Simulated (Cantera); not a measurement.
A closed system holds: 1 mol SiF4, 3.7 mol NH3, 51 mol N2, at 4.20 mbar.

Method: chemical equilibrium by Gibbs-energy minimisation in Cantera with the NASA 1993 tables (ideal gas, pure condensed phases). Candidate condensed phases: Si, Si3N4; 37 gas species. The tables' values for SiF3, SiF2 are old estimates; treat these amounts as uncertain. The numbers say what is thermodynamically allowed, not how fast it happens.

x: gas mole fraction; n: condensed amount in mol.

```
T (°C)   x N2    x H2  x SiF4  x HF  n Si3N4(s)
------  -----  ------  ------  ----  ----------
452     0.890  0.0934  0.0168     ?     4.84e-5
502     0.890  0.0934  0.0168     ?    0.000100
552     0.890  0.0934  0.0168     ?    0.000189
602     0.890  0.0934  0.0168     ?    0.000331
652     0.890  0.0934  0.0168     ?    0.000544
702     0.890  0.0933  0.0168     ?    0.000845
752     0.890  0.0933  0.0167     ?     0.00124
802     0.890  0.0932  0.0167     ?     0.00174
852     0.890  0.0931  0.0166     ?     0.00230
902     0.890  0.0930  0.0165     ?     0.00283
952     0.889  0.0929  0.0163     ?     0.00317
1002    0.889  0.0927  0.0160     ?     0.00298
1052    0.889  0.0925  0.0155     ?     0.00169
```

Task: What belongs in the gaps?

Result: 
- 452, x HF: 1.04e-5
- 502, x HF: 2.16e-5
- 552, x HF: 4.08e-5
- 602, x HF: 7.17e-5
- 652, x HF: 0.000118
- 702, x HF: 0.000185
- 752, x HF: 0.000277
- 802, x HF: 0.000400
- 852, x HF: 0.000557
- 902, x HF: 0.000753
- 952, x HF: 0.000992
- 1002, x HF: 0.00127
- 1052, x HF: 0.00160
